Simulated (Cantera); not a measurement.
An isothermal, constant-pressure homogeneous reactor starts with CH4 : H2 : H : N2 = 0.019 : 1 : 0.013 : 0.003 (molar parts), at 1800 K and 0.133 bar.

Detailed kinetics in Cantera: GRI-Mech 3.0 (53 species, 325 reactions). GRI-Mech 3.0 stops at C3 and has no aromatics, soot or wall deposition, so with more carbon than oxygen in the feed, carbon stays in small species such as C2H2 where larger ones or solid carbon would form.

**Question.** Predict: x(CH4) at 300 s; x(H2) at 300 s; x(H) at 300 s; x(CH2) at 300 s; x(C2H4) at 300 s; x(CH3) at 300 s.

**Answer.** 
```json
{
 "x(CH4) at 300 s": "0.000703 (gas-phase equilibrium 0.000657)",
 "x(H2) at 300 s": "0.987 (gas-phase equilibrium 0.987)",
 "x(H) at 300 s": "0.000981 (gas-phase equilibrium 0.000981)",
 "x(CH2) at 300 s": "1.57e-8 (gas-phase equilibrium 1.47e-8)",
 "x(C2H4) at 300 s": "2.65e-5 (gas-phase equilibrium 2.32e-5)",
 "x(CH3) at 300 s": "1.41e-5 (gas-phase equilibrium 1.32e-5)"
}
```
